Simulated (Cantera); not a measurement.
A closed system holds: 1 mol SiO2, a varied amount of F2, at 327 °C and 320 Pa.

Equilibrium computed with Cantera from the NASA thermochemical tables; the gas is ideal and each condensed phase is pure. Candidate condensed phases: Si, SiO2; 17 gas species. Equilibrium is a limit: real reactors are often held back by kinetics, nucleation or transport.

log p: log10 of the partial pressure in bar; n: condensed amount in mol.

| n(F2) (mol) | log p F2 | log p O2 | log p SiF4 | log p F | log p FO2 | log p F2O | n SiO2(α-quartz) |
|---|---|---|---|---|---|---|---|
| 1.7 | <-14 | -2.80 | -2.80 | <-14 | <-14 | <-14 | 0.150 |
| 3.8 | -2.82 | -3.08 | -3.08 | -5.26 | [?] | -9.53 | 0 |
| 5.9 | -2.68 | -3.27 | -3.27 | -5.19 | [?] | -9.48 | 0 |
| 8 | -2.62 | -3.40 | -3.40 | -5.16 | [?] | -9.49 | 0 |
| 10 | -2.59 | -3.50 | -3.50 | -5.15 | [?] | -9.51 | 0 |
| 12 | -2.58 | -3.57 | -3.57 | -5.14 | [?] | -9.53 | 0 |
| 14 | -2.56 | -3.64 | -3.64 | -5.13 | [?] | -9.55 | 0 |

Fill in the missing entries.


- 3.8, log p FO2: -8.05
- 5.9, log p FO2: -8.17
- 8, log p FO2: -8.27
- 10, log p FO2: -8.36
- 12, log p FO2: -8.43
- 14, log p FO2: -8.49
